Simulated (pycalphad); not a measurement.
Source of the numbers: pycalphad with the COST 507 light-alloy database (1999); pressure 1 atm. The data set is of 1999 and partly superseded. Amounts are mole fractions of atoms.

Give the equilibrium state of Al-33.89Fe-7.256Si (wt.%) at 650 K.

ALFESI_ALPHA, fraction 0.802, with 32.6 Fe, 9.1 Si wt.%; AL13FE4, fraction 0.198, with 39.1 Fe, 0.04 Si wt.%.

Give the equilibrium state of Al-33.89Fe-7.256Si (wt.%) at 1100 K.

AL13FE4, fraction 0.636, with 39.4 Fe, 2.6 Si wt.%; liquid, fraction 0.204, with 14.1 Fe, 15.5 Si wt.%; ALFESI_GAMMA, fraction 0.160, with 33.9 Fe, 17.0 Si wt.%.

Database names, with the compositions (at.%) that they take in these runs: AL13FE4: Al 72-76 Fe 24 Si 0-4; ALFESI_GAMMA: Al 60 Fe 20 Si 20; ALFESI_ALPHA: Al 70-72 Fe 19 Si 9-11.
